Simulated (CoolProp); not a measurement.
Vapour-liquid equilibrium of benzene (1) + n-nonane (2) at 0.51 MPa; x and y are mole fractions of (1).

Computed with CoolProp (multi-fluid Helmholtz-energy mixture model, Thol 2012 and Lemmon 2006; pair parameters Bell 2016).

```csv
x,bubble temperature (K),y at the bubble point,dew temperature at overall composition x (K),liquid density (mol/L)
0.05,488.4,0.172,495.0,4.335
0.125,476.4,0.373,491.0,4.610
0.2,466.4,0.518,486.9,4.887
0.275,458.2,0.623,482.5,5.171
0.35,451.2,0.701,477.9,5.466
0.425,445.4,0.760,473.0,5.779
0.5,440.4,0.808,467.8,6.115
0.575,435.9,0.847,462.1,6.479
0.65,432.0,0.881,455.8,6.877
0.725,428.3,0.911,448.9,7.318
0.8,424.9,0.938,441.2,7.809
0.875,421.7,0.962,432.7,8.360
0.95,418.7,0.985,423.3,8.982
```

No azeotrope shows between x = 0.05 and 0.95.

Pair parameters are fitted to limited data, so mixtures are less certain than the pure fluids.
